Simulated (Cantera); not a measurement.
NO annealing gas

An isothermal, constant-pressure homogeneous reactor starts with 71.4 % NO, 28.6 % N₂, at 2048 K and 24.8 Torr.

Computed with Cantera and GRI-Mech 3.0 (53 species, 325 reactions). Radical loss at walls, strong at low pressure, is not modelled.

| t (s) | x NO | x N₂O | x NO₂ | x N₂ | x O₂ | x O |
|---|---|---|---|---|---|---|
| 4.00e-5 | 0.714 | 1.10e-6 | 1.33e-9 | 0.286 | 9.86e-10 | 1.10e-6 |
| 0.000119 | 0.714 | 3.26e-6 | 1.17e-8 | 0.286 | 8.82e-9 | 3.29e-6 |
| 0.000356 | 0.714 | 9.60e-6 | 9.89e-8 | 0.286 | 7.92e-8 | 9.89e-6 |
| 0.00106 | 0.714 | 2.76e-5 | 7.59e-7 | 0.286 | 7.20e-7 | 3.01e-5 |
| 0.00317 | 0.714 | 7.32e-5 | 4.62e-6 | 0.286 | 7.02e-6 | 9.55e-5 |
| 0.00948 | 0.714 | 0.000156 | 1.78e-5 | 0.286 | 7.94e-5 | 0.000308 |
| 0.0283 | 0.712 | 0.000199 | 3.39e-5 | 0.287 | 0.000787 | 0.000689 |
| 0.0844 | 0.705 | 0.000188 | 4.17e-5 | 0.290 | 0.00404 | 0.000836 |
| 0.252 | 0.684 | 0.000169 | 5.59e-5 | 0.301 | 0.0145 | 0.00100 |
| 0.752 | 0.615 | 0.000124 | 8.34e-5 | 0.335 | 0.0484 | 0.00140 |
| 2.24 | 0.414 | 4.81e-5 | 9.88e-5 | 0.435 | 0.148 | 0.00215 |
| 6.70 | 0.111 | 3.05e-6 | 3.82e-5 | 0.586 | 0.300 | 0.00293 |
| 20.0 | 0.0166 | 1.32e-7 | 6.16e-6 | 0.634 | 0.347 | 0.00313 |
x: mole fraction; the columns are a selection and need not sum to one.

Equilibrium at this temperature and pressure: NO 0.0101, N₂O 9.29e-8, NO₂ 3.79e-6, N₂ 0.637, O₂ 0.350, O 0.00314 (gas phase only).
